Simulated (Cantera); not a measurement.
Feed: 1 mol Ta2O5, 1.7 mol C, 0.59 mol H2, at 2.20 mbar.

Cantera equilibrium calculation (NASA polynomials, part measured and part estimated; ideal gas, pure solids and liquids). Candidate condensed phases: C, C6H6, C7H8, C8H18, H2O, Ta, TaC, Ta2O5; 113 gas species. Mutual solubility and eutectic melting of coexisting phases are not modelled. Condensed phases not in the tables: Ta2C, N, O or C dissolved in the metal. Kinetics and transport are ignored. All values below are at 1998 K.

Base state: CO 0.735, H2 0.246, H 0.0170, TaO2 0.000462, H2O 0.000447, CO2 0.000292, TaO 8.83e-5 (mole fractions); condensed: Ta(s) + Ta2O5(s).

Task: What changes in the equilibrium state with this change: Ta2O5 replaced by TiO2?

Result: 
```
species          before     after
-------------  --------  --------
CO                0.735     0.689
H2                0.246     0.292
H                0.0170    0.0185
TiO                   0  0.000311
TaO2           0.000462         0
Ti                    0  0.000110
TaO             8.83e-5         0
CO2            0.000292   8.87e-6
H2O            0.000447   1.72e-5
Ta(s), mol        0.680         0
Ta2O5(s), mol     0.659         0
TiC(s), mol           0     0.350
TiO(s), mol           0     0.649
```
TiC, TiO: taken at fixed stoichiometry. Condensed phases not in the tables: solid solutions among these carbides, nitrides and lower oxides. Further candidate phases: Ti, TiC, TiO, TiO2, Ti2O3, Ti3O5, Ti4O7.
